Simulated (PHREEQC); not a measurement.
1 kg of water holding 0.0041 mol NaCl and 0.13 mol KCl is evaporated at 40 °C; the solids stay in contact with the brine. CO2 from the air is kept out. Only these solids could form: Halite, Sylvite.

Model: Pitzer model, pitzer.dat, run in PHREEQC.

Q: Predict ionic strength, water activity, Cl in solution (mol/kgw), K in solution (mol/kgw) at water left (kg) = 0.8219, 0.2533, 0.04335, 0.00903.

A: 
```
water left (kg)  ionic strength  water activity  Cl in solution (mol/kgw)  K in solution (mol/kgw)
---------------  --------------  --------------  ------------------------  -----------------------
0.8219                    0.163           0.995                     0.163                    0.158
0.2533                    0.529           0.983                     0.529                    0.513
0.04335                    3.09           0.899                      3.09                     3.00
0.00903                    5.55           0.813                      5.55                     5.09
```

Constants without temperature data keep their 25 °C values here.
